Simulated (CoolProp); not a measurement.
Vapour-liquid equilibrium of nitrogen (1) + carbon monoxide (2) at 1670 kPa; x and y are mole fractions of (1).

Computed with CoolProp (multi-fluid Helmholtz-energy mixture model, Span 2000 and Lemmon 2006; pair parameters Gernert 2013).

```json
[
 {"x": "0.05", "bubble temperature, mixture model (K)": "117.5", "bubble temperature, Raoult's law (K)": "117.5", "y, mixture model": "0.061", "y, Raoult's law": "0.066"},
 {"x": "0.15", "bubble temperature, mixture model (K)": "116.8", "bubble temperature, Raoult's law (K)": "116.9", "y, mixture model": "…", "y, Raoult's law": "0.192"},
 {"x": "0.25", "bubble temperature, mixture model (K)": "116.1", "bubble temperature, Raoult's law (K)": "116.3", "y, mixture model": "0.291", "y, Raoult's law": "0.310"},
 {"x": "0.35", "bubble temperature, mixture model (K)": "…", "bubble temperature, Raoult's law (K)": "115.7", "y, mixture model": "0.398", "y, Raoult's law": "0.421"},
 {"x": "0.45", "bubble temperature, mixture model (K)": "…", "bubble temperature, Raoult's law (K)": "115.1", "y, mixture model": "…", "y, Raoult's law": "0.525"},
 {"x": "0.55", "bubble temperature, mixture model (K)": "114.3", "bubble temperature, Raoult's law (K)": "114.6", "y, mixture model": "0.597", "y, Raoult's law": "0.624"},
 {"x": "0.65", "bubble temperature, mixture model (K)": "113.8", "bubble temperature, Raoult's law (K)": "114.0", "y, mixture model": "0.690", "y, Raoult's law": "0.716"},
 {"x": "0.75", "bubble temperature, mixture model (K)": "113.3", "bubble temperature, Raoult's law (K)": "113.5", "y, mixture model": "0.780", "y, Raoult's law": "0.803"},
 {"x": "0.85", "bubble temperature, mixture model (K)": "112.9", "bubble temperature, Raoult's law (K)": "113.0", "y, mixture model": "…", "y, Raoult's law": "0.885"},
 {"x": "0.95", "bubble temperature, mixture model (K)": "112.5", "bubble temperature, Raoult's law (K)": "112.5", "y, mixture model": "0.956", "y, Raoult's law": "0.963"}
]
```

Task: Fill in the missing entries.

Result: 
- 0.15, y, mixture model: 0.179
- 0.35, bubble temperature, mixture model (K): 115.5
- 0.45, bubble temperature, mixture model (K): 114.9
- 0.45, y, mixture model: 0.499
- 0.85, y, mixture model: 0.869

The largest gap from Raoult's law is -0.3 K in bubble temperature, at x = 0.55. No azeotrope shows between x = 0.05 and 0.95.

Pair parameters are fitted to limited data, so mixtures are less certain than the pure fluids.
